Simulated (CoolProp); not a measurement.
Saturation properties of carbonyl sulfide (Tc = 105.6 °C, pc = 6369 kPa, ω = 0.098).

Values from CoolProp's reference Helmholtz-energy equation of state, Lemmon 2006. It is a short technical equation, of lower accuracy than the large ones.

```tsv
T (°C)	p (kPa)	liquid density (kg/m³)	vapour Z
0.25	655.1	1058	0.8961
4.15	734.3	1048	0.8876
8.15	822.5	1037	0.8785
12.15	918.3	1026	0.8689
16.05	1019	1016	0.8591
20.05	1131	1005	0.8486
24.05	1252	993.1	0.8375
27.95	1378	981.6	0.8263
31.95	1516	969.5	0.8142
35.95	1665	957.1	0.8015
39.85	1820	944.7	0.7886
```

It boils at -50.2 °C under 1 atm.
